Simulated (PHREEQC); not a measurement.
Solution A (0.0098 mol/kgw H2SO4, 0.0009 mol/kgw FeSO4 and 0.032 mol/kgw Na2SO4) is mixed with solution B (0.015 mol CdCl2 and 0.0016 mol NaCl per kg of water) at 25 °C; shares are by mass of water, 1 kg in all. The system is closed to oxygen. No CO2 enters from the air. Solids allowed: Halite, Melanterite, Cd(OH)2. Others were left out.

Computed with PHREEQC (ion-association model, phreeqc.dat).

```tsv
share of solution B	pH	SO4-2 (mol/kgw)	Fe+2 (mol/kgw)	CdCl+ (mol/kgw)	Cd+2 (mol/kgw)	FeSO4 (mol/kgw)	HSO4- (mol/kgw)
0	2.11	0.0288	0.000502	0	0	0.000374	0.0103
0.05	2.13	0.0272	0.000484	1.67e-5	0.000303	0.000348	0.00953
0.1	2.14	0.0256	0.000466	6.72e-5	0.000609	0.000323	0.00882
0.15	2.15	0.0240	0.000447	0.000152	0.000918	0.000299	0.00812
0.2	2.16	0.0225	0.000428	0.000272	0.00123	0.000275	0.00743
0.25	2.18	0.0210	0.000408	0.000427	0.00154	0.000251	0.00676
0.3	2.20	0.0195	0.000388	0.000617	0.00186	0.000228	0.00610
0.35	2.22	0.0180	0.000367	0.000844	0.00217	0.000205	0.00546
0.4	2.24	0.0165	0.000346	0.00111	0.00249	0.000183	0.00484
0.45	2.26	0.0151	0.000324	0.00141	0.00281	0.000161	0.00424
0.5	2.29	0.0137	0.000301	0.00174	0.00313	0.000140	0.00366
0.55	2.32	0.0123	0.000278	0.00212	0.00345	0.000120	0.00311
0.6	2.35	0.0109	0.000253	0.00254	0.00378	0.000101	0.00258
0.65	2.39	0.00954	0.000228	0.00300	0.00411	8.19e-5	0.00209
0.7	2.44	0.00817	0.000201	0.00350	0.00445	6.44e-5	0.00162
0.75	2.50	0.00681	0.000173	0.00405	0.00479	4.81e-5	0.00120
0.8	2.57	0.00545	0.000144	0.00465	0.00515	3.33e-5	0.000820
0.85	2.68	0.00410	0.000113	0.00530	0.00551	2.04e-5	0.000496
0.9	2.83	0.00274	7.87e-5	0.00602	0.00590	1.00e-5	0.000239
0.95	3.10	0.00138	4.15e-5	0.00681	0.00632	2.78e-6	6.52e-5
1	5.79	0	0	0.00769	0.00677	0	0
```
